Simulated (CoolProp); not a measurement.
The numbers come from the reference Helmholtz-energy equation of state, Zhou 2011 in CoolProp.

Task: For dimethyl carbonate, give the phase and the speed of sound (m/s) at 466.9 K and 18.6 kPa; 536.3 K and 12100 kPa.

Result: 
- 466.9 K and 18.6 kPa: gas; speed of sound 213
- 536.3 K and 12100 kPa: liquid; speed of sound 464
